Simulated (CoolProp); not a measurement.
Vapour-liquid equilibrium of benzene (1) + n-octane (2) at 1.26 bar; x and y are mole fractions of (1).

Model: multi-fluid Helmholtz-energy mixture model, Thol 2012 and Beckmüller 2019; pair parameters Bell 2016, in CoolProp.

```csv
x,bubble temperature (K),y at the bubble point,dew temperature at overall composition x (K),liquid density (mol/L)
0.05,402.0,…,405.4,5.449
0.2,389.8,0.488,400.7,5.976
0.35,380.7,0.676,395.4,6.551
0.5,…,0.789,389.3,…
0.65,369.1,0.866,382.1,7.942
0.8,365.1,0.926,…,8.825
0.95,361.6,…,363.5,9.898
```

Complete the blanks.


- 0.05, y at the bubble point: 0.157
- 0.5, bubble temperature (K): 374.1
- 0.5, liquid density (mol/L): 7.196
- 0.8, dew temperature at overall composition x (K): 373.4
- 0.95, y at the bubble point: 0.981

No azeotrope shows between x = 0.05 and 0.95.

Pair parameters are fitted to limited data, so mixtures are less certain than the pure fluids.
